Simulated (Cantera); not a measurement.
What does this Cantera script print?

```python
import numpy as np
import cantera as ct

gas = ct.Solution("gri30.yaml")
gas.TPX = 1800, 49000, {'CH4': 1, 'CO2': 0.37, 'H2': 0.084}
reactor = ct.IdealGasConstPressureReactor(gas, energy="off", clone=False)
net = ct.ReactorNet([reactor])
net.rtol, net.atol = 1e-08, 1e-18
show = ['CH4', 'CO2', 'H2', 'O2', 'OH', 'H', 'H2O2']
times = np.geomspace(2e-05, 9, 12)

steps = ct.SolutionArray(gas, extra=["t"])
rows = []
print(f"{'t/s':>10s}{'T/K':>9s}{'P/Pa':>11s}" + "".join(f"{s:>11s}" for s in show))
for t in times:
    while net.time < t:
        t_next = net.step()
        steps.append(gas.state, t=t_next)
    rows.append([np.interp(t, steps.t, y) for y in (steps.T, steps.P, *steps(*show).X.T)])
    print(f"{t:10.3e}{rows[-1][0]:9.1f}{rows[-1][1]:11.4g}" + "".join(f"{x:11.3e}" for x in rows[-1][2:]))
rate = np.gradient(steps.T, steps.t)
print("integrator steps:", len(steps.t))
if steps.T.max() > steps.T[0] + 200:
    print(f"time of steepest temperature rise: {steps.t[rate.argmax()]:.4e} s")
gas.TPX = 1800, 49000, {'CH4': 1, 'CO2': 0.37, 'H2': 0.084}
gas.equilibrate("TP")
print(f"equilibrium (TP): T = {gas.T:.1f} K  " + "  ".join(f"{s} {gas[s].X[0]:.3e}" for s in show))
```

Result:

```
       t/s      T/K       P/Pa        CH4        CO2         H2         O2         OH          H       H2O2
 2.000e-05   1800.0    4.9e+04  6.860e-01  2.543e-01  5.842e-02  7.622e-15  4.800e-08  8.184e-06  1.557e-15
 6.531e-05   1800.0    4.9e+04  6.806e-01  2.538e-01  6.101e-02  5.108e-14  1.218e-07  2.077e-05  2.694e-15
 2.132e-04   1800.0    4.9e+04  6.460e-01  2.499e-01  8.385e-02  4.065e-13  3.273e-07  5.473e-05  7.759e-15
 6.963e-04   1800.0    4.9e+04  4.975e-01  2.254e-01  2.009e-01  3.470e-12  8.027e-07  1.246e-04  3.407e-14
 2.274e-03   1800.0    4.9e+04  2.907e-01  1.719e-01  3.683e-01  1.548e-11  1.611e-06  2.018e-04  1.229e-13
 7.425e-03   1800.0    4.9e+04  1.256e-01  9.139e-02  4.617e-01  4.956e-11  3.499e-06  2.754e-04  5.311e-13
 2.424e-02   1800.0    4.9e+04  4.030e-02  1.827e-02  4.863e-01  8.898e-11  5.708e-06  3.447e-04  1.363e-12
 7.916e-02   1800.0    4.9e+04  1.977e-02  8.528e-03  5.291e-01  5.164e-11  4.376e-06  3.852e-04  7.988e-13
 2.585e-01   1800.0    4.9e+04  1.302e-02  4.329e-03  5.786e-01  1.029e-11  1.864e-06  3.972e-04  1.451e-13
 8.441e-01   1800.0    4.9e+04  6.657e-03  7.143e-04  6.144e-01  2.450e-13  2.772e-07  4.047e-04  3.211e-15
 2.756e+00   1800.0    4.9e+04  4.591e-03  3.757e-06  6.217e-01  6.858e-18  1.434e-09  4.062e-04  8.602e-20
 9.000e+00   1800.0    4.9e+04  4.577e-03  7.911e-08  6.218e-01  7.891e-21  3.072e-11  4.062e-04  3.948e-23
integrator steps: 1834
equilibrium (TP): T = 1800.0 K  CH4 4.577e-03  CO2 7.933e-08  H2 6.218e-01  O2 7.928e-21  OH 3.080e-11  H 4.062e-04  H2O2 3.970e-23
```

Detailed kinetics in Cantera: GRI-Mech 3.0 (53 species, 325 reactions). GRI-Mech 3.0 stops at C3 and has no aromatics, soot or wall deposition, so with more carbon than oxygen in the feed, carbon stays in small species such as C2H2 where larger ones or solid carbon would form.
